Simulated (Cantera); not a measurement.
SO2 + H2 (abatement and gas-phase synthesis)

A closed system holds: 1 mol SO2, a varied amount of H2, equilibrated at 2350 °C and 0.413 Torr.

These are equilibrium values from Cantera (NASA tables, ideal gas, pure condensed phases), not measurements of a reactor. Candidate condensed phases: H2O, H2SO4, S; 19 gas species. The numbers say what is thermodynamically allowed, not how fast it happens.

```csv
n(H2) (mol),log p H,log p O,log p SO,log p SO2,log p S,log p O2,log p H2,log p OH,log p H2O
0.18,-4.13,-3.80,-3.88,-4.13,-4.25,-4.42,-5.51,-4.98,-5.74
0.22,-4.06,-3.81,-3.89,-4.16,-4.25,-4.44,-5.37,-4.93,-5.62
0.26,-4.01,-3.82,-3.91,-4.18,-4.26,-4.46,-5.27,-4.89,-5.52
0.3,-3.97,-3.83,-3.92,-4.21,-4.26,-4.48,-5.18,-4.85,-5.45
0.36,-3.91,-3.84,-3.94,-4.24,-4.27,-4.51,-5.08,-4.82,-5.35
0.42,-3.87,-3.86,-3.96,-4.27,-4.27,-4.54,-4.99,-4.79,-5.28
0.5,-3.83,-3.87,-3.99,-4.32,-4.28,-4.57,-4.90,-4.76,-5.21
0.59,-3.78,-3.89,-4.01,-4.36,-4.29,-4.61,-4.82,-4.74,-5.14
0.7,-3.74,-3.91,-4.05,-4.41,-4.30,-4.65,-4.74,-4.72,-5.09
0.83,-3.71,-3.94,-4.08,-4.47,-4.31,-4.70,-4.66,-4.70,-5.03
0.98,-3.67,-3.96,-4.12,-4.53,-4.32,-4.75,-4.59,-4.69,-4.99
1.2,-3.63,-4.00,-4.17,-4.61,-4.34,-4.82,-4.52,-4.69,-4.95
1.4,-3.61,-4.02,-4.21,-4.68,-4.35,-4.87,-4.46,-4.69,-4.92
```
log p: log10 of the partial pressure in bar; nothing condenses.

From 0.18 mol H2 to 1.4 mol H2 nothing is condensed.
